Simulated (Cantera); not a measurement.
# Equilibrium for tantalum, niobium, vanadium and zirconium in process gases: Zr + H2O + N2

Input: 1 mol Zr, 0.54 mol H2O, 1.7 mol N2, at 1400 K and 40.0 Pa.

These are equilibrium values from Cantera (NASA tables, ideal gas, pure condensed phases), not measurements of a reactor. Candidate condensed phases: H2O, Zr, ZrN, ZrO2; 28 gas species. Mutual solubility and eutectic melting of coexisting phases are not modelled. ZrN: taken at fixed stoichiometry. Condensed phases not in the tables: solid solutions among these carbides, nitrides and lower oxides. Equilibrium is a limit: real reactors are often held back by kinetics, nucleation or transport.

The x(N2) is 0.712, the x(H2) comes out as 0.288 and the x(H) is 0.000130. The n(ZrN(s)) is 0.730 mol. The n(ZrO2(monoclinic)) comes out as 0.270 mol. The gas amount is 1.875 mol and the log10 activity of Zr(β) (absent) is -7.01.
